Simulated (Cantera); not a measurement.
What does this Cantera script print?

```python
import numpy as np
import cantera as ct

surf = ct.Interface("ptcombust.yaml", "Pt_surf")
gas = surf.adjacent["gas"]
gas.TPX = 1300, 500000, {'CH4': 0.0042, 'O2': 0.019, 'N2': 0.79}
surf.TP = 1300, 500000
reactor = ct.FlowReactor(gas, clone=False)
reactor.area = 0.0001  # m2
reactor.surface_area_to_volume_ratio = 110  # 1/m
reactor.mass_flow_rate = 0.55 * reactor.area * gas.density  # inlet velocity 0.55 m/s
reactor.energy_enabled = False
wall = ct.ReactorSurface(surf, reactor, clone=False)
net = ct.ReactorNet([reactor])
net.rtol, net.atol = 1e-8, 1e-16
show, cover = ['CH4', 'O2', 'H2O', 'CO2', 'CO'], ['PT(S)', 'H(S)', 'O(S)', 'OH(S)', 'CO(S)', 'C(S)']

rows = []
print(f"{'z/m':>9s}{'u/(m/s)':>9s}" + "".join(f"{s:>13s}" for s in show + cover))
for z in [0.00032, 0.00061, 0.0012, 0.0023, 0.0044, 0.0085, 0.016, 0.032]:
    net.advance(z)
    rows.append([reactor.speed, *gas[show].X, *surf[cover].coverages])
    print(f"{z:9.4g}{rows[-1][0]:9.3g}" + "".join(f"{x:13.4e}" for x in rows[-1][1:]))
```

Result:

```
      z/m  u/(m/s)          CH4           O2          H2O          CO2           CO        PT(S)         H(S)         O(S)        OH(S)        CO(S)         C(S)
  0.00032     0.55   4.9182e-03   2.2884e-02   4.8570e-04   2.3136e-04   9.9387e-06   5.2571e-01   3.0002e-06   4.7365e-01   6.0572e-04   2.2034e-05   4.4353e-07
  0.00061     0.55   4.6996e-03   2.2461e-02   9.1096e-04   4.4150e-04   9.5901e-06   5.2671e-01   3.7491e-06   4.7251e-01   7.5451e-04   2.1233e-05   4.2671e-07
   0.0012     0.55   4.2747e-03   2.1646e-02   1.7291e-03   8.4364e-04   8.8734e-06   5.2871e-01   4.8993e-06   4.7029e-01   9.7878e-04   1.9628e-05   3.9337e-07
   0.0023     0.55   3.5545e-03   2.0291e-02   3.0942e-03   1.5087e-03   7.7785e-06   5.3220e-01   6.4283e-06   4.6651e-01   1.2667e-03   1.6886e-05   3.3478e-07
   0.0044     0.55   2.3866e-03   1.8188e-02   5.2324e-03   2.5244e-03   7.3154e-06   5.3809e-01   8.3996e-06   4.6026e-01   1.6164e-03   1.2936e-05   2.3367e-07
   0.0085     0.55   3.4432e-04   1.4161e-02   9.3177e-03   4.5045e-03   1.5260e-05   5.5245e-01   1.1717e-05   4.4539e-01   2.1269e-03   1.0820e-05   3.7013e-08
    0.016     0.55   9.0745e-06   1.3114e-02   1.0275e-02   5.1097e-03   4.6986e-07   5.5526e-01   1.2410e-05   4.4249e-01   2.2272e-03   3.3206e-07   9.9342e-10
    0.032     0.55   1.7035e-08   1.3054e-02   1.0321e-02   5.1491e-03   2.5711e-08   5.5552e-01   1.2450e-05   4.4223e-01   2.2318e-03   1.6247e-08   1.8680e-12
```

Computed with Cantera and Deutschmann's 1995 Pt surface mechanism with GRI-Mech 3.0 gas chemistry. Catalytic surfaces can have several steady states; this one follows from the mechanism file's or the stated starting coverage. Mass transfer to the wall is taken as infinitely fast.
